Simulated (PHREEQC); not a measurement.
PHREEQC input (ion-association model, wateq4f.dat):

```
SOLUTION_MASTER_SPECIES
  Tma  Tma+  0  Tma  74.145  # tetramethylammonium, taken as a free cation
  Amm  AmmH+  0  AmmH  17.031  # ammonia with no redox link, constants of NH4+
SOLUTION_SPECIES
  Tma+ = Tma+
    -log_k 0
    -gamma 4.0 0
  AmmH+ = AmmH+
    -log_k 0
  AmmH+ = Amm + H+
    -log_k -9.252
    -delta_h 12.48 kcal
    -analytic 0.6322 -0.001225 -2835.76
    -gamma 2.5 0.0
  AmmH+ + SO4-2 = AmmHSO4-
    -log_k 1.11
    -gamma 5.0 0.0
PHASES
  Amm(g)
    Amm = Amm
    -log_k 1.770
    -delta_h -8.170 kcal
EXCHANGE_SPECIES
  AmmH+ + X- = AmmHX
    -log_k 0.6
SOLUTION 1
  temp 25
  units mmol/kgw
  pH 7 charge
  Amm 42
  S(6) 31
  K 62
SOLUTION 2
  temp 25
  units mmol/kgw
  pH 7 charge
  Tma 1
  B 0.22
  C(4) 3.9
  K 7.8
END
SELECTED_OUTPUT 1
  -reset false
  -pH true
  -pe true
  -ionic_strength true
  -water true
  -totals Amm B C K S Tma C(-4) C(4) S(-2) S(6)
  -molalities H+ H3BO3 CO3-2 K+ SO4-2 H2BO3- CO2 HCO3- KSO4- HSO4-
    H2S HS- S-2 O2 OH- AmmH+ Amm AmmHSO4- Tma+
PRINT
  -reset false
MIX 1
  1 1
  2 0
EQUILIBRIUM_PHASES 1
  O2(g) -0.68 10
END
# ... the last block is repeated for the other 10 points of share of solution B
```

Selected output (columns that matter, 11 of 11 rows; share of solution B added in front):

```
share of solution B	pH	mu	Amm	B	C	K	S	Tma	m_H+	m_CO3-2	m_K+	m_SO4-2	m_H2BO3-	m_HCO3-
0	10.951	0.085595	0.042	0	0	0.062	0.031	0	1.3469e-11	0	0.057858	0.026721	0	0
0.1	10.951	0.078633	0.0378	2.2e-05	0.00039	0.05658	0.0279	0.0001	1.3409e-11	0.00034714	0.053035	0.024241	2.1683e-05	4.2857e-05
0.2	10.952	0.071607	0.0336	4.4e-05	0.00078	0.05116	0.0248	0.0002	1.3314e-11	0.0006929	0.048183	0.02173	4.336e-05	8.7094e-05
0.3	10.954	0.064511	0.0294	6.6e-05	0.00117	0.04574	0.0217	0.0003	1.3176e-11	0.0010374	0.043297	0.019184	6.5033e-05	0.00013264
0.4	10.958	0.05734	0.0252	8.8e-05	0.00156	0.04032	0.0186	0.0004	1.2986e-11	0.0013806	0.038375	0.0166	8.6705e-05	0.00017936
0.5	10.964	0.050089	0.021	0.00011	0.00195	0.0349	0.0155	0.0005	1.2731e-11	0.0017229	0.033415	0.013975	0.00010838	0.00022707
0.6	10.972	0.042748	0.0168	0.000132	0.00234	0.02948	0.0124	0.0006	1.2398e-11	0.0020645	0.02841	0.011304	0.00013006	0.00027549
0.7	10.983	0.035309	0.0126	0.000154	0.00273	0.02406	0.0093	0.0007	1.1971e-11	0.0024057	0.023355	0.0085806	0.00015176	0.00032432
0.8	10.999	0.027757	0.0084	0.000176	0.00312	0.01864	0.0062	0.0008	1.1429e-11	0.0027467	0.018244	0.0057971	0.00017347	0.00037325
0.9	11.02	0.020074	0.0042	0.000198	0.00351	0.01322	0.0031	0.0009	1.0746e-11	0.0030878	0.013064	0.0029426	0.00019522	0.00042224
1	11.048	0.012228	0	0.00022	0.0039	0.0078	0	0.001	9.8672e-12	0.0034278	0.0078	0	0.00021701	0.00047218
```

Species that the database lacks are ignored. (CH3)4N+ isn't in the database: it is added as a free cation with an ion size of 4 Å.
